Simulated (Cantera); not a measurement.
Charge: 1 mol Si, 3.3 mol CO, 2.5 mol H₂, held at 1900 Pa.

These are equilibrium values from Cantera (NASA tables, ideal gas, pure condensed phases), not measurements of a reactor. Candidate condensed phases: C, C₆H₆, C₇H₈, C₈H₁₈, H₂O, Si, SiC, SiO₂; 123 gas species. Mutual solubility and eutectic melting of coexisting phases are not modelled. The tables hold silica as quartz up to 1696 K and as liquid above; real silica turns to tridymite and cristobalite and melts near 1996 K. Kinetics and transport are ignored. All values below are at 1448 K.

Base state: CO 0.502, H₂ 0.497, SiO 0.000785, H 4.72e-5, CH₄ 1.57e-5, H₂O 1.20e-5 (mole fractions); condensed: C(graphite) + SiC(s) + SiO₂(β-quartz).

**Question.** What changes in the equilibrium state with this change: pressure from 1900 Pa to 64.0 Pa?

**Answer.** 
```
species                before     after
-------------------  --------  --------
CO                      0.502     0.487
H₂                      0.497     0.440
SiO                  0.000785    0.0729
CH₄                   1.57e-5   4.22e-8
H                     4.72e-5  0.000242
C(graphite), mol        0.168         0
SiC(s), mol             0.609     0.529
SiO₂(β-quartz), mol     0.387    0.0571
```
